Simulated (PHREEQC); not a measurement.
A solution holds 0.0126 mol/kgw MgCl2, 0.00013 mol/kgw Na2HPO4 and 1.7e-06 mol/kgw H4SiO4, at 25 °C. Closed to the air; pH follows from the charge balance.

Computed with PHREEQC (ion-association model, phreeqc.dat).

Question: The ionic strength comes out as 0.0378 mol/kgw. What activity coefficients do H2PO4-, MgPO4-, HPO4-2, Mg+2, MgOH+ get?

Answer: H2PO4- 0.84, MgPO4- 0.84, HPO4-2 0.50, Mg+2 0.52, MgOH+ 0.85.

This is a speciation only: nothing precipitates in the calculation.
